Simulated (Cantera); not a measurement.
An adiabatic, constant-volume homogeneous reactor starts with CH₄ : H₂ : O₂ : N₂ = 1 : 0.19 : 1.16 : 4.38 (molar parts), equivalence ratio 1.8, at 1125 K and 100000 Pa.

Model: GRI-Mech 3.0 (53 species, 325 reactions), integrated in Cantera.

Task: Predict: time of steepest temperature rise; temperature at 6.00 s; equilibrium temperature; x(H₂) at 6.00 s; x(O₂) at 6.00 s; x(NO₂) at 6.00 s; x(CH₂O) at 6.00 s.

Result: 
```json
{
  "time_of_steepest_temperature_rise": "25.2 ms",
  "temperature at 6.00 s": "2634 K",
  "equilibrium_temperature": "2634 K",
  "x(H₂) at 6.00 s": "0.131 (gas-phase equilibrium 0.131)",
  "x(O₂) at 6.00 s": "6.12e-5 (gas-phase equilibrium 6.12e-5)",
  "x(NO₂) at 6.00 s": "9.09e-9 (gas-phase equilibrium 9.09e-9)",
  "x(CH₂O) at 6.00 s": "1.55e-8 (gas-phase equilibrium 1.55e-8)"
}
```
